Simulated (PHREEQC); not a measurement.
Consider water at 25 °C with 22 mmol/kgw MgCl2, 2 mmol/kgw NaHCO3 and 0.56 mmol/kgw NaCl. Closed to the air; pH follows from the charge balance.

Model: Pitzer model, pitzer.dat, run in PHREEQC.

```
quantity                   before    after
------------------------  -------  -------
pH                           7.80     8.27
ionic strength (mol/kgw)   0.0685  0.00258
CO2 (mol/kgw)             5.06e-5  2.24e-5
CO3-2 (mol/kgw)           1.36e-5  2.05e-5
SI of Halite (NaCl)         -5.71    -7.47
```

**Question.** Which change was made?
(A) NaCl left out
(B) MgCl2 left out
(C) temperature from 25 to 15 °C
(D) temperature from 25 to 30 °C
(E) temperature from 25 to 50 °C

**Answer.** B, MgCl2 left out

Precipitation was switched off in this run. Some of these states are supersaturated (in Magnesite (slow to form), for instance).
